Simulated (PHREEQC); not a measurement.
Consider water at 25 °C with 67 mmol/kgw HF, 0.32 mmol/kgw NH4F and 13 mmol/kgw H2SiF6. Closed to the air; pH follows from the charge balance.

Model: ion-association model, phreeqc.dat, run in PHREEQC.

This is a speciation only: nothing precipitates in the calculation.

**Question.** Order these F species by the share of F that they hold, largest first: SiF6-2, F-, HF, HF2-.

**Answer.** SiF6-2 (54 %), HF (44 %), F- (1.5 %), HF2- (0.73 %)

The pH is 1.61 and the ionic strength 0.0417 mol/kgw. SiF6-2 is the database's only silicon fluoride.
